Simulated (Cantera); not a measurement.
An adiabatic, constant-pressure homogeneous reactor starts with H₂ : O₂ : N₂ = 1 : 0.208 : 0.783 (molar parts), equivalence ratio 2.4, at 1400 K and 1.00 bar. Integrator tolerance rtol = 1e-08.

Computed with Cantera and the H2/O2 subset of GRI-Mech 3.0, which has no nitrogen chemistry.

Question: What does this change do: H2 1 to 2.8 parts?

Answer: 
```csv
quantity,before,after
time of steepest temperature rise,21.5 µs,34.8 µs
temperature at 0.200 s,2675 K,2183 K
equilibrium temperature,2675 K,2183 K
x(H₂) at 0.200 s,0.310 (gas-phase equilibrium 0.310),0.662 (gas-phase equilibrium 0.662)
x(O₂) at 0.200 s,9.08e-5 (gas-phase equilibrium 9.08e-5),3.25e-8 (gas-phase equilibrium 3.25e-8)
x(O) at 0.200 s,0.000311 (gas-phase equilibrium 0.000311),4.39e-7 (gas-phase equilibrium 4.39e-7)
x(HO₂) at 0.200 s,9.80e-8 (gas-phase equilibrium 9.80e-8),4.67e-11 (gas-phase equilibrium 4.67e-11)
x(H₂O) at 0.200 s,0.224 (gas-phase equilibrium 0.224),0.116 (gas-phase equilibrium 0.116)
```

Question: What does this change do: pressure from 1.00 bar to 0.760 bar?

Answer: 
```json
[
 {"quantity": "time of steepest temperature rise", "before": "21.5 µs", "after": "28.2 µs"},
 {"quantity": "temperature at 0.200 s", "before": "2675 K", "after": "2659 K"},
 {"quantity": "equilibrium temperature", "before": "2675 K", "after": "2659 K"},
 {"quantity": "x(H₂) at 0.200 s", "before": "0.310 (gas-phase equilibrium 0.310)", "after": "0.309 (gas-phase equilibrium 0.309)"},
 {"quantity": "x(O₂) at 0.200 s", "before": "9.08e-5 (gas-phase equilibrium 9.08e-5)", "after": "0.000105 (gas-phase equilibrium 0.000105)"},
 {"quantity": "x(O) at 0.200 s", "before": "0.000311 (gas-phase equilibrium 0.000311)", "after": "0.000358 (gas-phase equilibrium 0.000358)"},
 {"quantity": "x(HO₂) at 0.200 s", "before": "9.80e-8 (gas-phase equilibrium 9.80e-8)", "after": "9.80e-8 (gas-phase equilibrium 9.80e-8)"},
 {"quantity": "x(H₂O) at 0.200 s", "before": "0.224 (gas-phase equilibrium 0.224)", "after": "0.223 (gas-phase equilibrium 0.223)"}
]
```

Question: What does this change do: pressure from 1.00 bar to 5.00 bar?

Answer: 
```csv
quantity,before,after
time of steepest temperature rise,21.5 µs,4.67 µs
temperature at 0.200 s,2675 K,2756 K
equilibrium temperature,2675 K,2756 K
x(H₂) at 0.200 s,0.310 (gas-phase equilibrium 0.310),0.317 (gas-phase equilibrium 0.317)
x(O₂) at 0.200 s,9.08e-5 (gas-phase equilibrium 9.08e-5),3.49e-5 (gas-phase equilibrium 3.49e-5)
x(O) at 0.200 s,0.000311 (gas-phase equilibrium 0.000311),0.000121 (gas-phase equilibrium 0.000121)
x(HO₂) at 0.200 s,9.80e-8 (gas-phase equilibrium 9.80e-8),8.62e-8 (gas-phase equilibrium 8.62e-8)
x(H₂O) at 0.200 s,0.224 (gas-phase equilibrium 0.224),0.227 (gas-phase equilibrium 0.227)
```
The hydrogen kinetics of GRI-Mech 3.0 are dated; newer H2 mechanisms differ, most at raised pressure.
